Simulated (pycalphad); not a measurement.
## Phase fractions of Si-2.48Cu (at.%)

Computed with pycalphad from the COST 507 light-alloy database (1999), at 1 atm. The data set is of 1999 and partly superseded. Phase fractions are per mole of atoms. Diffusion is slow at the low end, where real alloys seldom reach equilibrium.

```csv
T (K),LIQUID,DIAMOND_A4,CU19SI6_ETA
1700,1.000,-,-
1625,0.224,0.776,-
1550,0.112,0.888,-
1475,0.076,0.924,-
1400,0.058,0.942,-
1325,0.048,0.952,-
1250,0.042,0.958,-
1175,0.039,0.961,-
1100,0.036,0.964,-
1025,-,0.967,0.033
950,-,0.967,0.033
875,-,0.967,0.033
800,-,0.967,0.033
725,-,0.967,0.033
650,-,0.967,0.033
575,-,0.967,0.033
500,-,0.967,0.033
```

Database names, with the compositions (at.%) that they take in these runs: CU19SI6_ETA: Cu 76 Si 24. DIAMOND_A4 is diamond (Si).
